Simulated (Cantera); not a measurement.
An adiabatic, constant-pressure homogeneous reactor starts with 6.93 % CO, 3.26 % H2, 0.354 % CH4, 18.7 % O2, 70.7 % N2, equivalence ratio 0.31, at 1473 K and 0.370 bar.

Computed with Cantera and GRI-Mech 3.0 (53 species, 325 reactions).

x: mole fraction; the columns are a selection and need not sum to one.

```tsv
t (s)	T (K)	x CO	x H2	x CH4	x H	x HO2	x OH
6.00e-6	1473	0.0693	0.0326	0.00354	7.58e-8	6.53e-8	4.96e-8
2.11e-5	1473	0.0693	0.0326	0.00354	1.31e-6	2.45e-7	9.93e-7
7.44e-5	1501	0.0689	0.0221	0.00160	0.00430	5.50e-5	0.00312
0.000262	?	?	?	<1e-12	?	?	?
0.000923	1984	0.0157	0.00182	<1e-12	0.00497	3.65e-6	0.00854
0.00325	2170	?	?	<1e-12	?	?	?
0.0114	2246	0.00305	0.000296	<1e-12	0.000231	2.35e-6	0.00453
0.0403	2248	0.00278	0.000271	<1e-12	0.000201	2.41e-6	0.00434
0.142	2243	0.00270	0.000265	<1e-12	0.000193	2.35e-6	0.00424
0.500	2235	0.00258	0.000254	<1e-12	0.000181	2.27e-6	0.00409
```

Task: Some entries are withheld; supply them.

Result: 
- 0.000262, T (K): 1725
- 0.000262, x CO: 0.0274
- 0.000262, x H2: 0.00268
- 0.000262, x H: 0.0133
- 0.000262, x HO2: 7.51e-6
- 0.000262, x OH: 0.00734
- 0.00325, x CO: 0.00743
- 0.00325, x H2: 0.000749
- 0.00325, x H: 0.00102
- 0.00325, x HO2: 1.91e-6
- 0.00325, x OH: 0.00670
